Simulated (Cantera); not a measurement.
What does this Cantera script print?

```python
import numpy as np
import cantera as ct

gas_names = """
    AL ALN AL2 N N2
""".split()
cond_names = """
    AL(cr) AL(L) ALN(s)
""".split()


# ... load() reads the species with a 1 bar reference pressure and builds the phases ...
atoms = {
    'Al': {'AL': 1},
    'N2': {'N': 2},
}
top_T = {'ALN(s)': 2750}  # K; cautious upper limits of use, not melting points


# ... equilibrate(T, P, feed) seeds the gas with the atoms and calls Mixture.equilibrate('TP', solver="vcs", rtol=1e-11, max_steps=5000) ...
results = []
feed = {'Al': 1, 'N2': 0.92}  # mol
T = 1598.15  # K
P = 1900  # Pa
mix = equilibrate(T, P, feed)
results.append((T, P, feed, dict(zip(mix.species_names, mix.species_moles))))
x = sorted(zip(gas.X, gas.species_names), reverse=True)
print(f"T = {T:g} K  P = {P:g} Pa  gas = {mix.phase_moles(0):.4g} mol")
print("   x: " + "  ".join(f"{s} {v:.3e}" for v, s in x if v > 0.0001))
print("   condensed (mol): " + ("  ".join(f"{mix.phase(i).name} {mix.phase_moles(i):.4g}"
      for i in range(1, mix.n_phases) if mix.phase_moles(i) > 1e-12) or "none"))
```

It prints:

```
T = 1598.15 K  P = 1900 Pa  gas = 0.42 mol
   x: N2 1.000e+00
   condensed (mol): ALN(s) 1
```

Cantera equilibrium calculation (NASA polynomials, part measured and part estimated; ideal gas, pure solids and liquids).
